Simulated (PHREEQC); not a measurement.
Consider water at 25 °C with 94 mmol/kgw HF, 0.36 mmol/kgw H2SiF6, 46 mmol/kgw HBF4 and 130 mmol/kgw HNO3. Closed to the air; pH follows from the charge balance.

The numbers come from PHREEQC with the ion-association model, phreeqc.dat.

Each row changes one thing in this solution. This is a speciation only: nothing precipitates in the calculation.

| case | pH | ionic strength (mol/kgw) | HF (mol/kgw) | F- (mol/kgw) | HF2- (mol/kgw) | BF3OH- (mol/kgw) | SI of Quartz (SiO2) |
|---|---|---|---|---|---|---|---|
| as made | 0.85 | 0.178 | 0.0931 | 0.000634 | 0.000225 | 0.000173 | -6.72 |
| 0.0086 mol/kgw H3PO4 added | 0.84 | 0.178 | 0.0931 | 0.000632 | 0.000224 | 0.000172 | -6.71 |
| temperature from 25 to 5 °C | 0.84 | 0.178 | 0.0927 | 0.000876 | 0.000252 | 0.000120 | -8.12 |
| HNO3 left out | 1.38 | 0.0495 | 0.0911 | 0.00180 | 0.000630 | 0.000182 | -7.46 |
| HF left out | 0.85 | 0.174 | 0.0133 | 9.19e-5 | 4.65e-6 | 0.00111 | -1.65 |
| temperature from 25 to 35 °C | 0.85 | 0.178 | 0.0933 | 0.000534 | 0.000202 | 0.000209 | -6.01 |
| HBF4 from 0.046 to 0.069 mol/kgw | 0.80 | 0.201 | 0.0933 | 0.000577 | 0.000205 | 0.000257 | -6.65 |

Species that the database lacks are ignored. Away from 25 °C the constants follow the database's enthalpies or fits; those with neither stay at their 25 °C values. SiF6-2 is the database's only silicon fluoride. Real BF4- forms and hydrolyses slowly; the run takes it at equilibrium.
